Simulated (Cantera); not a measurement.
A Cantera script and what it prints.

```python
import numpy as np
import cantera as ct

gas_names = """
    Fe FeO N NO NO2 NO3 N2 N2O O O2 O3 S SN SO SO2 SO3 S2 S2O S8
""".split()
cond_names = """
    Fe(a) Fe(c) Fe(d) Fe(L) FeO(s) FeO(L) FeS(a) FeS(b) FeS(c) FeS(L) FeSO4(s) FeS2(s) Fe2O3(s)
    Fe2S3O12(s) Fe3O4(s) S(cr1) S(cr2) S(L)
""".split()


# ... load() reads the species with a 1 bar reference pressure and builds the phases ...
atoms = {
    'Fe2O3': {'Fe': 2, 'O': 3},
    'SO2': {'S': 1, 'O': 2},
    'N2': {'N': 2},
    'SO3': {'S': 1, 'O': 3},
}
top_T = {'FeSO4(s)': 950, 'FeS2(s)': 1010, 'Fe2O3(s)': 1830, 'Fe2S3O12(s)': 1100, 'Fe3O4(s)': 1870}  # K; cautious upper limits of use, not melting points


# ... equilibrate(T, P, feed) seeds the gas with the atoms and calls Mixture.equilibrate('TP', solver="vcs", rtol=1e-11, max_steps=5000) ...
results = []
feed = {'Fe2O3': 1, 'SO2': 0.68, 'N2': 46, 'SO3': 0.24}  # mol
P = 1000  # Pa
for T in [1248, 1298, 1348, 1398, 1448, 1498, 1548, 1598, 1648, 1698, 1748, 1798, 1848]:
    mix = equilibrate(T, P, feed)
    results.append((T, P, feed, dict(zip(mix.species_names, mix.species_moles))))
    x = sorted(zip(gas.X, gas.species_names), reverse=True)
    print(f"T = {T:g} K  P = {P:g} Pa  gas = {mix.phase_moles(0):.4g} mol")
    print("   x: " + "  ".join(f"{s} {v:.3e}" for v, s in x if v > 1e-05))
    print("   condensed (mol): " + ("  ".join(f"{mix.phase(i).name} {mix.phase_moles(i):.4g}"
          for i in range(1, mix.n_phases) if mix.phase_moles(i) > 1e-12) or "none"))
```

It prints:

```
T = 1248 K  P = 1000 Pa  gas = 47.04 mol
   x: N2 9.779e-01  SO2 1.954e-02  O2 2.525e-03  NO 3.399e-05  SO3 1.739e-05
   condensed (mol): Fe2O3(s) 1
T = 1298 K  P = 1000 Pa  gas = 47.04 mol
   x: N2 9.779e-01  SO2 1.955e-02  O2 2.521e-03  NO 4.769e-05  SO3 1.215e-05
   condensed (mol): Fe2O3(s) 1
T = 1348 K  P = 1000 Pa  gas = 47.21 mol
   x: N2 9.744e-01  SO2 1.948e-02  O2 6.015e-03  NO 1.007e-04  SO3 1.343e-05
   condensed (mol): Fe3O4(s) 0.6667
T = 1398 K  P = 1000 Pa  gas = 47.21 mol
   x: N2 9.744e-01  SO2 1.948e-02  O2 6.000e-03  NO 1.347e-04
   condensed (mol): Fe3O4(s) 0.6667
T = 1448 K  P = 1000 Pa  gas = 47.21 mol
   x: N2 9.744e-01  SO2 1.948e-02  O2 5.980e-03  NO 1.764e-04
   condensed (mol): Fe3O4(s) 0.6667
T = 1498 K  P = 1000 Pa  gas = 47.21 mol
   x: N2 9.743e-01  SO2 1.948e-02  O2 5.955e-03  NO 2.269e-04
   condensed (mol): Fe3O4(s) 0.6667
T = 1548 K  P = 1000 Pa  gas = 47.21 mol
   x: N2 9.743e-01  SO2 1.948e-02  O2 5.925e-03  NO 2.869e-04
   condensed (mol): Fe3O4(s) 0.6667
T = 1598 K  P = 1000 Pa  gas = 47.21 mol
   x: N2 9.743e-01  SO2 1.948e-02  O2 5.889e-03  NO 3.573e-04  O 1.087e-05
   condensed (mol): Fe3O4(s) 0.6667
T = 1648 K  P = 1000 Pa  gas = 47.21 mol
   x: N2 9.742e-01  SO2 1.948e-02  O2 5.846e-03  NO 4.387e-04  O 1.936e-05
   condensed (mol): Fe3O4(s) 0.6667
T = 1698 K  P = 1000 Pa  gas = 47.21 mol
   x: N2 9.741e-01  SO2 1.947e-02  O2 5.797e-03  NO 5.318e-04  O 3.332e-05  SO 1.510e-05
   condensed (mol): Fe3O4(s) 0.6666
T = 1748 K  P = 1000 Pa  gas = 47.21 mol
   x: N2 9.741e-01  SO2 1.946e-02  O2 5.741e-03  NO 6.370e-04  O 5.556e-05  SO 2.793e-05
   condensed (mol): Fe3O4(s) 0.6666
T = 1798 K  P = 1000 Pa  gas = 47.21 mol
   x: N2 9.740e-01  SO2 1.944e-02  O2 5.682e-03  NO 7.549e-04  O 9.000e-05  SO 4.994e-05  FeO 1.462e-05
   condensed (mol): Fe3O4(s) 0.6663
T = 1848 K  P = 1000 Pa  gas = 47.55 mol
   x: N2 9.668e-01  SO2 1.929e-02  O2 1.232e-02  NO 1.307e-03  O 2.102e-04  SO 5.810e-05  FeO 3.502e-05  Fe 1.957e-05
   condensed (mol): FeO(L) 1.997
```

Equilibrium computed with Cantera from the NASA thermochemical tables; the gas is ideal and each condensed phase is pure. The tables' stoichiometric FeO is somewhat more stable than real wüstite, so its field is too wide. FeO: taken at fixed stoichiometry.
